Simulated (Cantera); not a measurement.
An adiabatic, constant-volume homogeneous reactor starts with 10.3 % CH4, 0.328 % H2, 18.8 % O2, 70.7 % N2, equivalence ratio 1.1, at 1075 K and 3750 Torr.

Computed with Cantera and GRI-Mech 3.0 (53 species, 325 reactions).

x: mole fraction; the columns are a selection and need not sum to one.

```json
[
 {"t (s)": "3.00e-6", "T (K)": "1075", "P (bar)": "5.00", "x CH4": "0.103", "x H2": "0.00328", "x O2": "0.188", "x CH2O": "2.94e-12", "x HCO": "<1e-12", "x C2H6": "<1e-12"},
 {"t (s)": "8.23e-6", "T (K)": "1075", "P (bar)": "5.00", "x CH4": "0.103", "x H2": "0.00328", "x O2": "0.188", "x CH2O": "2.25e-11", "x HCO": "<1e-12", "x C2H6": "<1e-12"},
 {"t (s)": "2.26e-5", "T (K)": "1075", "P (bar)": "5.00", "x CH4": "0.103", "x H2": "0.00328", "x O2": "0.188", "x CH2O": "1.71e-10", "x HCO": "<1e-12", "x C2H6": "<1e-12"},
 {"t (s)": "6.20e-5", "T (K)": "1075", "P (bar)": "5.00", "x CH4": "0.103", "x H2": "0.00328", "x O2": "0.188", "x CH2O": "1.31e-9", "x HCO": "<1e-12", "x C2H6": "4.89e-12"},
 {"t (s)": "0.000170", "T (K)": "1075", "P (bar)": "5.00", "x CH4": "0.103", "x H2": "0.00328", "x O2": "0.188", "x CH2O": "1.05e-8", "x HCO": "<1e-12", "x C2H6": "1.10e-10"},
 {"t (s)": "0.000468", "T (K)": "1075", "P (bar)": "5.00", "x CH4": "0.103", "x H2": "0.00328", "x O2": "0.188", "x CH2O": "[?]", "x HCO": "<1e-12", "x C2H6": "[?]"},
 {"t (s)": "0.00128", "T (K)": "1075", "P (bar)": "5.00", "x CH4": "0.103", "x H2": "0.00328", "x O2": "0.188", "x CH2O": "1.51e-6", "x HCO": "<1e-12", "x C2H6": "1.70e-7"},
 {"t (s)": "0.00352", "T (K)": "1075", "P (bar)": "5.00", "x CH4": "0.102", "x H2": "0.00327", "x O2": "0.188", "x CH2O": "[?]", "x HCO": "6.87e-12", "x C2H6": "[?]"},
 {"t (s)": "0.00967", "T (K)": "1078", "P (bar)": "5.01", "x CH4": "0.102", "x H2": "0.00324", "x O2": "0.187", "x CH2O": "0.000182", "x HCO": "6.18e-11", "x C2H6": "5.88e-5"},
 {"t (s)": "0.0265", "T (K)": "2938", "P (bar)": "14.2", "x CH4": "<1e-12", "x H2": "0.0191", "x O2": "0.00758", "x CH2O": "4.84e-9", "x HCO": "2.46e-7", "x C2H6": "<1e-12"},
 {"t (s)": "0.0729", "T (K)": "2930", "P (bar)": "14.2", "x CH4": "<1e-12", "x H2": "0.0195", "x O2": "0.00688", "x CH2O": "4.96e-9", "x HCO": "2.45e-7", "x C2H6": "<1e-12"},
 {"t (s)": "0.200", "T (K)": "2930", "P (bar)": "14.2", "x CH4": "<1e-12", "x H2": "0.0195", "x O2": "0.00688", "x CH2O": "4.96e-9", "x HCO": "2.45e-7", "x C2H6": "<1e-12"}
]
```

Problem. What belongs in the gaps?

Solution. 
- 0.000468, x CH2O: 9.77e-8
- 0.000468, x C2H6: 3.05e-9
- 0.00352, x CH2O: 2.94e-5
- 0.00352, x C2H6: 7.94e-6
